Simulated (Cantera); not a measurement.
A perfectly stirred reactor is fed with 2.94 % C2H6, 18.7 % O2, 70.2 % N2, 8.22 % H2O, at 1.00 bar; it is adiabatic with a 425 K inlet, and is followed from long to short residence time, starting on the burning branch (τ in s: 0.072, 0.03, 0.012, 0.0051, 0.0021, 0.00088, 0.00036, 0.00015, 6.3e-05, 2.6e-05).

Cantera simulation using GRI-Mech 3.0 (53 species, 325 reactions); the numbers are that mechanism's predictions, not measurements.

One state of this run: T (K) = 1483; x C2H6 = 9.23e-5; x O2 = 0.0880; x H2O = 0.163; x CH2O = 4.22e-5; x NO = 8.50e-7; x H2 = 0.00145; x CH3 = 3.92e-5. x: mole fraction; the columns are a selection and need not sum to one.

Task: Which value of τ (s) does it belong to?
A. 0.0051
B. 0.0021
C. 0.072
D. 0.00088

Result: D, 0.00088
